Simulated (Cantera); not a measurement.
Input (Python, Cantera) and output of one run.

```python
import numpy as np
import cantera as ct

gas_names = """
    F2 SiF4 C2F4 CF2 BF3 SiF2
""".split()
cond_names = """
    Cu(cr) Cu(L) CuF2(s) CuF2(L) Si(cr) Si(L) C(gr) B(b) B(L)
""".split()


# ... load() reads the species with a 1 bar reference pressure and builds the phases ...
species = {s.name: s for s in load("nasa_gas.yaml", gas_names) + load("nasa_condensed.yaml", cond_names)}
# Each term lists the table entries of one substance; the one whose range holds T is used.
reactions = {
    'Cu + F2(g) = CuF2':
        [(-1, ['Cu(cr)', 'Cu(L)']), (-1, ['F2']), (1, ['CuF2(s)', 'CuF2(L)'])],
    '0.5 Si + F2(g) = 0.5 SiF4(g)':
        [(-0.5, ['Si(cr)', 'Si(L)']), (-1, ['F2']), (0.5, ['SiF4'])],
    'C + F2(g) = 0.5 C2F4(g)':
        [(-1, ['C(gr)']), (-1, ['F2']), (0.5, ['C2F4'])],
    'C + F2(g) = CF2(g)':
        [(-1, ['C(gr)']), (-1, ['F2']), (1, ['CF2'])],
    '0.6667 B + F2(g) = 0.6667 BF3(g)':
        [(-0.6666666666666666, ['B(b)', 'B(L)']), (-1, ['F2']), (0.6666666666666666, ['BF3'])],
    'Si + F2(g) = SiF2(g)':
        [(-1, ['Si(cr)', 'Si(L)']), (-1, ['F2']), (1, ['SiF2'])],
}


def pick(names, T):
    return next(species[n] for n in names if species[n].thermo.min_temp <= T <= species[n].thermo.max_temp)


results = []
for label, terms in reactions.items():
    print(label)
    print("     T/K   dH/kJ  dS/(J/K)   dG/kJ   log10 K")
    for T in [300, 1975, 2000, 2025, 2050, 2075, 2100]:
        used = [(nu, pick(names, T)) for nu, names in terms]
        dH = sum(nu * s.thermo.h(T) for nu, s in used) / 1e6
        dS = sum(nu * s.thermo.s(T) for nu, s in used) / 1e3
        dG = dH - T * dS / 1e3
        logK = -dG * 1e6 / (ct.gas_constant * T * np.log(10))
        results.append((label, T, dH, dS, dG, logK, [s.name for _, s in used]))
        print(f"{T:8g} {dH:8.1f} {dS:8.1f} {dG:8.1f} {logK:8.2f}")
```

It prints:

```
Cu + F2(g) = CuF2
     T/K   dH/kJ  dS/(J/K)   dG/kJ   log10 K
     300   -538.9   -158.4   -491.4    85.55
    1975   -454.5    -76.4   -303.5     8.03
    2000   -453.8    -76.1   -301.6     7.88
    2025   -453.0    -75.7   -299.7     7.73
    2050   -452.3    -75.4   -297.8     7.59
    2075   -451.6    -75.0   -296.0     7.45
    2100   -450.9    -74.7   -294.1     7.31
0.5 Si + F2(g) = 0.5 SiF4(g)
     T/K   dH/kJ  dS/(J/K)   dG/kJ   log10 K
     300   -807.5    -70.8   -786.2   136.89
    1975   -832.6    -86.8   -661.3    17.49
    2000   -832.6    -86.8   -659.1    17.21
    2025   -832.6    -86.7   -656.9    16.95
    2050   -832.6    -86.7   -654.8    16.68
    2075   -832.5    -86.7   -652.6    16.43
    2100   -832.5    -86.7   -650.4    16.18
C + F2(g) = 0.5 C2F4(g)
     T/K   dH/kJ  dS/(J/K)   dG/kJ   log10 K
     300   -329.3    -58.5   -311.7    54.28
    1975   -327.1    -56.1   -216.4     5.72
    2000   -327.1    -56.1   -215.0     5.61
    2025   -327.1    -56.1   -213.6     5.51
    2050   -327.1    -56.1   -212.2     5.41
    2075   -327.1    -56.1   -210.8     5.31
    2100   -327.1    -56.0   -209.4     5.21
C + F2(g) = CF2(g)
     T/K   dH/kJ  dS/(J/K)   dG/kJ   log10 K
     300   -182.0     32.3   -191.7    33.38
    1975   -189.9     25.2   -239.6     6.34
    2000   -190.1     25.1   -240.2     6.27
    2025   -190.2     25.0   -240.8     6.21
    2050   -190.4     24.9   -241.4     6.15
    2075   -190.6     24.8   -242.1     6.09
    2100   -190.7     24.7   -242.7     6.04
0.6667 B + F2(g) = 0.6667 BF3(g)
     T/K   dH/kJ  dS/(J/K)   dG/kJ   log10 K
     300   -757.1    -37.1   -746.0   129.88
    1975   -763.7    -44.9   -675.0    17.85
    2000   -763.8    -45.0   -673.8    17.60
    2025   -763.9    -45.0   -672.7    17.35
    2050   -764.0    -45.1   -671.6    17.11
    2075   -764.1    -45.2   -670.4    16.88
    2100   -764.2    -45.2   -669.3    16.65
Si + F2(g) = SiF2(g)
     T/K   dH/kJ  dS/(J/K)   dG/kJ   log10 K
     300   -587.9     34.9   -598.4   104.18
    1975   -651.6     -9.0   -633.7    16.76
    2000   -651.8     -9.2   -633.5    16.54
    2025   -652.0     -9.3   -633.3    16.33
    2050   -652.2     -9.4   -633.0    16.13
    2075   -652.4     -9.5   -632.8    15.93
    2100   -652.6     -9.6   -632.6    15.73
```

Standard-state values (1 bar) from the NASA 1993 polynomials, evaluated with Cantera. The tables' values for C2F4, SiF2 are old estimates. Condensed species are held in their standard states even where they would react or evaporate.
